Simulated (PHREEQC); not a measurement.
**Nickel, zinc or cadmium bath**

Solution (25 °C): 150 mmol/kgw ZnCl2, 57 mmol/kgw NaCl and 1.7 mmol/kgw MnSO4. Closed to the air; pH follows from the charge balance.

The numbers come from PHREEQC with the ion-association model, wateq4f.dat.

Precipitation was switched off in this run.

### Question
What pH, activity of water does the model give?

### Answer
pH 4.88; activity of water 0.991.

### Question
In which forms is S present?

### Answer
ZnSO4 56 %, SO4-2 40 %, NaSO4- 2.5 %, Zn(SO4)2-2 0.5 % of the S.
